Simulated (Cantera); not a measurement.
**Equilibrium for silicon carbide growth: (CH₃)₂SiCl₂ + H₂**

Charge: 1 mol (CH₃)₂SiCl₂, 4 mol H₂, equilibrated at 0.0170 bar.

Method: chemical equilibrium by Gibbs-energy minimisation in Cantera with the NASA 1993 tables (ideal gas, pure condensed phases). Candidate condensed phases: C, C₆H₆, C₇H₈, C₈H₁₈, Si, SiC; 109 gas species. The feed counts by its element totals alone. The tables' values for SiCl, SiCl₃ are old estimates; treat these amounts as uncertain. Gases not in the tables: Si₂H₆ and higher silanes. Kinetics and transport are ignored.

```json
[
 {"T (°C)": "1700", "log p H₂": "-1.89", "log p HCl": "-2.41", "log p H": "-3.82", "log p SiCl₂": "-3.84", "log p Cl": "-4.46", "log p Si": "-5.81", "n C(graphite)": "1.06", "n SiC(s)": "0.929"},
 {"T (°C)": "1750", "log p H₂": "-1.90", "log p HCl": "-2.42", "log p H": "-3.67", "log p SiCl₂": "-3.79", "log p Cl": "-4.32", "log p Si": "-5.47", "n C(graphite)": "1.07", "n SiC(s)": "0.920"},
 {"T (°C)": "1800", "log p H₂": "-1.90", "log p HCl": "-2.42", "log p H": "-3.53", "log p SiCl₂": "-3.75", "log p Cl": "-4.19", "log p Si": "-5.15", "n C(graphite)": "1.08", "n SiC(s)": "0.909"},
 {"T (°C)": "1850", "log p H₂": "-1.90", "log p HCl": "-2.43", "log p H": "-3.40", "log p SiCl₂": "-3.72", "log p Cl": "-4.06", "log p Si": "-4.84", "n C(graphite)": "1.08", "n SiC(s)": "0.896"},
 {"T (°C)": "1900", "log p H₂": "-1.90", "log p HCl": "-2.44", "log p H": "-3.27", "log p SiCl₂": "-3.69", "log p Cl": "-3.94", "log p Si": "-4.55", "n C(graphite)": "1.09", "n SiC(s)": "0.878"},
 {"T (°C)": "1950", "log p H₂": "-1.91", "log p HCl": "-2.45", "log p H": "-3.15", "log p SiCl₂": "-3.66", "log p Cl": "-3.83", "log p Si": "-4.28", "n C(graphite)": "1.11", "n SiC(s)": "0.851"},
 {"T (°C)": "2000", "log p H₂": "-1.92", "log p HCl": "-2.47", "log p H": "-3.03", "log p SiCl₂": "-3.64", "log p Cl": "-3.73", "log p Si": "-4.01", "n C(graphite)": "1.13", "n SiC(s)": "0.810"},
 {"T (°C)": "2050", "log p H₂": "-1.93", "log p HCl": "-2.49", "log p H": "-2.93", "log p SiCl₂": "-3.62", "log p Cl": "-3.63", "log p Si": "-3.76", "n C(graphite)": "1.17", "n SiC(s)": "0.742"}
]
```
log p: log10 of the partial pressure in bar; n: condensed amount in mol.

From 1700 °C to 2050 °C the condensed part is C(graphite) + SiC(s). The main Si-bearing gas is SiCl₂ throughout. The share of Si in condensed phases is highest at 1700 °C (92.9 %) and lowest at 2050 °C (74.2 %).
